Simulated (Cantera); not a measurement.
MgO + SO3 + O2 (roasting and sulfation)

Input: 1 mol MgO, a varied amount of SO3, 0.056 mol O2, equilibrated at 1075 K and 120 Torr.

These are equilibrium values from Cantera (NASA tables, ideal gas, pure condensed phases), not measurements of a reactor. Candidate condensed phases: Mg, MgO, MgS, MgSO4, S; 14 gas species. Mutual solubility and eutectic melting of coexisting phases are not modelled. Rates play no part.

```csv
n(SO3) (mol),x O2,x SO2,x SO3,x O,n MgO(s),n MgSO4(s)
0.38,0.999,0.00102,0.000325,3.28e-9,0.620,0.380
0.48,0.999,0.00102,0.000325,3.28e-9,0.520,0.480
0.61,0.999,0.00102,0.000325,3.28e-9,0.390,0.610
0.76,0.999,0.00102,0.000325,3.28e-9,0.240,0.760
0.96,0.999,0.00102,0.000325,3.28e-9,0.0401,0.960
1.2,0.410,0.490,0.100,2.10e-9,0,1.00
1.5,0.348,0.549,0.103,1.93e-9,0,1.00
1.9,0.327,0.570,0.104,1.87e-9,0,1.00
2.4,0.317,0.579,0.104,1.85e-9,0,1.00
3.1,0.311,0.585,0.104,1.83e-9,0,1.00
3.9,0.308,0.588,0.104,1.82e-9,0,1.00
```
x: gas mole fraction; n: condensed amount in mol.

From 0.38 mol SO3 to 0.96 mol SO3 the condensed part is MgO(s) + MgSO4(s). From 1.2 mol SO3 to 3.9 mol SO3 the condensed part is MgSO4(s).
